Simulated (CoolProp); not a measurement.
Vapour-liquid equilibrium of R125 (1) + R143a (2) at -64.35 °C; x and y are mole fractions of (1).

Computed with CoolProp (multi-fluid Helmholtz-energy mixture model, Lemmon 2005 and Lemmon and Jacobsen 2000; pair parameters Lemmon 2004).

Give the bubble pressure and the first vapour's composition at x = 0.25, 0.35, 0.55. Is there an azeotrope?

x = 0.25: 0.04026 MPa, y = 0.234; x = 0.35: 0.03996 MPa, y = 0.339; x = 0.55: 0.03990 MPa, y = 0.559. y crosses x between x = 0.45 and 0.55: the model has an azeotrope there.

The pair parameters rest on a limited set of measurements; away from them the model extrapolates.
